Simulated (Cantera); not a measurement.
An isothermal, constant-pressure homogeneous reactor starts with 3.03 % CH4, 97.0 % H2, at 1450 K and 10.00 Torr.

Detailed kinetics in Cantera: GRI-Mech 3.0 (53 species, 325 reactions). GRI-Mech 3.0 stops at C3 and has no aromatics, soot or wall deposition, so with more carbon than oxygen in the feed, carbon stays in small species such as C2H2 where larger ones or solid carbon would form. Radical loss at walls, strong at low pressure, is not modelled.

### Question
Predict: x(CH4) at 20.0 s; x(H2) at 20.0 s; x(H) at 20.0 s; x(C2H4) at 20.0 s; x(CH3) at 20.0 s; x(CH2) at 20.0 s; x(C2H2) at 20.0 s.

### Answer
```
Property                                              Value
-----------------  ----------------------------------------
x(CH4) at 20.0 s     0.0270 (gas-phase equilibrium 0.00224)
x(H2) at 20.0 s         0.971 (gas-phase equilibrium 0.984)
x(H) at 20.0 s      6.63e-5 (gas-phase equilibrium 8.18e-5)
x(C2H4) at 20.0 s   2.52e-5 (gas-phase equilibrium 8.40e-5)
x(CH3) at 20.0 s    3.71e-5 (gas-phase equilibrium 3.75e-6)
x(CH2) at 20.0 s   1.92e-9 (gas-phase equilibrium 2.42e-10)
x(C2H2) at 20.0 s    0.00155 (gas-phase equilibrium 0.0135)
```
